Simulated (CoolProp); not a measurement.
Properties of dimethyl carbonate along the isobar 4.23 MPa.

The numbers come from the reference Helmholtz-energy equation of state, Zhou 2011 in CoolProp.

```csv
T (K),phase,density (kg/m³),cp (kJ/(kg K)),cv (kJ/(kg K)),isothermal compressibility (1/MPa),expansivity (1/kK)
518.6,liquid,700.2,2.703,1.739,0.01443,4.334
524.1,liquid,682.6,2.815,1.751,0.01778,4.962
529.5,liquid,663.1,2.966,1.764,0.02278,5.854
534.9,liquid,640.2,3.193,1.779,0.03120,7.266
540.3,liquid,611.7,3.594,1.799,0.04821,9.900
551.2,gas,156.7,3.457,1.830,0.7139,18.17
556.6,gas,144.4,2.924,1.812,0.5732,12.86
562,gas,135.8,2.674,1.806,0.5016,10.25
567.5,gas,128.9,2.524,1.805,0.4558,8.624
572.9,gas,123.4,2.425,1.806,0.4244,7.525
578.3,gas,118.8,2.356,1.808,0.4010,6.713
583.7,gas,114.8,2.304,1.811,0.3827,6.086
589.2,gas,111.2,2.263,1.815,0.3677,5.576
594.6,gas,108.0,2.233,1.819,0.3556,5.166
600,gas,105.1,2.208,1.824,0.3454,4.823
```
